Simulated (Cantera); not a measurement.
# Catalytic stagnation flow on Pt

A jet of 3.02 % H2, 14.6 % O2, 82.4 % N2, equivalence ratio 0.10 at 300 K and 3600 Pa hits a platinum plate 8.4 cm away at a mass flux of 0.062 kg/m²/s; the plate temperature is set and raised in steps from an oxygen-covered start.

Model: Deutschmann's 1995 Pt surface mechanism with GRI-Mech 3.0 gas chemistry, integrated in Cantera. Catalytic surfaces can have several steady states; this one follows from the mechanism file's or the stated starting coverage.

```json
[
 {"plate T (K)": "500", "wall x H2": "0.00466", "wall x O2": "0.118", "wall x H2O": "0.0505", "wall x OH": "<1e-8", "θ free Pt": "0.0577", "θ O*": "0.929", "θ OH*": "0.0128"},
 {"plate T (K)": "550", "wall x H2": "0.00464", "wall x O2": "0.118", "wall x H2O": "0.0501", "wall x OH": "<1e-8", "θ free Pt": "0.0610", "θ O*": "0.932", "θ OH*": "0.00733"},
 {"plate T (K)": "600", "wall x H2": "0.00463", "wall x O2": "0.119", "wall x H2O": "0.0498", "wall x OH": "<1e-8", "θ free Pt": "0.0641", "θ O*": "0.931", "θ OH*": "0.00456"},
 {"plate T (K)": "650", "wall x H2": "0.00459", "wall x O2": "0.119", "wall x H2O": "0.0495", "wall x OH": "<1e-8", "θ free Pt": "0.0676", "θ O*": "0.929", "θ OH*": "0.00305"},
 {"plate T (K)": "700", "wall x H2": "0.00438", "wall x O2": "0.119", "wall x H2O": "0.0496", "wall x OH": "<1e-8", "θ free Pt": "0.0743", "θ O*": "0.924", "θ OH*": "0.00220"},
 {"plate T (K)": "750", "wall x H2": "0.00372", "wall x O2": "0.118", "wall x H2O": "0.0505", "wall x OH": "<1e-8", "θ free Pt": "0.0929", "θ O*": "0.905", "θ OH*": "0.00178"}
]
```
x: mole fraction at the wall; θ: surface coverage.
